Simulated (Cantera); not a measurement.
A closed system holds: 1 mol Si(CH₃)₄, 1.7 mol HCl, 1500 mol H₂, 1.1 mol C₂H₄, held at 1.00 bar.

Method: chemical equilibrium by Gibbs-energy minimisation in Cantera with the NASA 1993 tables (ideal gas, pure condensed phases). Candidate condensed phases: C, C₆H₆, C₇H₈, C₈H₁₈, Si, SiC; 109 gas species. Gases not in the tables: Si₂H₆ and higher silanes. Kinetics and transport are ignored.

What share of the Si ends up in condensed phases as a function of T (°C), at 1075, 1275, 1475, 1675, 1875, 2075, 2275?


```tsv
T (°C)	Si condensed (%)	as
1075	100.0	SiC(s)
1275	100.0	SiC(s)
1475	99.9	SiC(s)
1675	99.1	SiC(s)
1875	90.9	SiC(s)
2075	0.0	-
2275	0.0	-
```
